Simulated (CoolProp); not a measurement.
Vapour-liquid equilibrium of propylene (1) + R142b (2) at 0.132 MPa; x and y are mole fractions of (1).

Computed with CoolProp (multi-fluid Helmholtz-energy mixture model, Lemmon 2013 and Lemmon 2006; pair parameters Bell 2016).

```
x      bubble temperature, mixture model (K)  bubble temperature, Raoult's law (K)  y, mixture model  y, Raoult's law
-----  -------------------------------------  ------------------------------------  ----------------  ---------------
0.05                                   266.2                                 266.9             0.197            0.183
0.125                                  260.2                                 261.8             0.414            0.388
0.2                                    255.2                                 257.3             0.564            0.535
0.275                                  251.0                                 253.5             0.668            0.644
0.35                                   247.5                                 250.1             0.743            0.727
0.425                                  244.6                                 247.1             0.798            0.790
0.5                                    242.2                                 244.4             0.840            0.840
0.575                                  240.1                                 241.9             0.873            0.879
0.65                                   238.3                                 239.7             0.901            0.911
0.725                                  236.7                                 237.7             0.925            0.937
0.8                                    235.2                                 235.8             0.946            0.958
0.875                                  233.8                                 234.1             0.966            0.976
0.95                                   232.4                                 232.5             0.986            0.991
```

The largest gap from Raoult's law is -2.6 K in bubble temperature, at x = 0.35. No azeotrope shows between x = 0.05 and 0.95.

The pair parameters rest on a limited set of measurements; away from them the model extrapolates.
